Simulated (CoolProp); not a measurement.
Values from CoolProp's reference Helmholtz-energy equation of state, Platzer 1990. This equation is an older, rougher fit; its heat capacities, sound speeds and derivatives of the liquid may be far off and weren't checked against measurements.

Task: Give the vapour pressure (bar), vapour density (kg/m³), surface tension (mN/m) of saturated CF4 (R14) at -135.95, -132.95, -111.45 °C.

Result: 
```
T (°C)   p (bar)  vapour density (kg/m³)  surface tension (mN/m)
-------  -------  ----------------------  ----------------------
-135.95    0.560                    4.42                    13.5
-132.95    0.708                    5.49                    12.9
-111.45     2.85                    20.2                    9.09
```

Surface tension comes from a separate correlation (Mulero 2012).
